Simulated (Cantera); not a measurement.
A closed system holds: 1 mol Na2SO4, 2 mol H2, 9.2 mol H2O, 0.83 mol C, held at 38.0 Pa.

These are equilibrium values from Cantera (NASA tables, ideal gas, pure condensed phases), not measurements of a reactor. Candidate condensed phases: C, C6H6, C7H8, C8H18, H2O, H2SO4, Na, NaOH, NaO2, Na2CO3, Na2O, Na2O2, Na2S, Na2SO4, S; 131 gas species. Kinetics and transport are ignored. All values below are at 1775 K.

Base state: H2O 0.650, Na 0.130, H2 0.0893, SO2 0.0633, CO2 0.0365, CO 0.0187, H 0.00444, NaOH 0.00324 (mole fractions); condensed: gas only.

Task: What changes in the equilibrium state with this change: C from 0.83 to 1.3 mol?

Result: 
```
species    before     after
-------  --------  --------
H2O         0.650     0.591
Na          0.130     0.126
H2         0.0893     0.125
CO         0.0187    0.0369
CO2        0.0365    0.0468
SO2        0.0633    0.0597
S2        3.65e-6   1.83e-5
H2S       3.92e-6   1.23e-5
SH        2.32e-5   6.16e-5
O2       0.000252  0.000106
```

Task: What changes in the equilibrium state with this change: Na2SO4 replaced by K2CO3?

Result: 
```
species   before    after
-------  -------  -------
H2O        0.650    0.611
H2        0.0893    0.127
K              0    0.124
Na         0.130        0
SO2       0.0633        0
CO        0.0187   0.0531
CO2       0.0365   0.0687
KOH            0  0.00893
NaOH     0.00324        0
SO       0.00305        0
S        5.94e-5        0
SH       2.32e-5        0
```
Further candidate phases: K, KOH, KO2, K2CO3, K2O, K2O2.
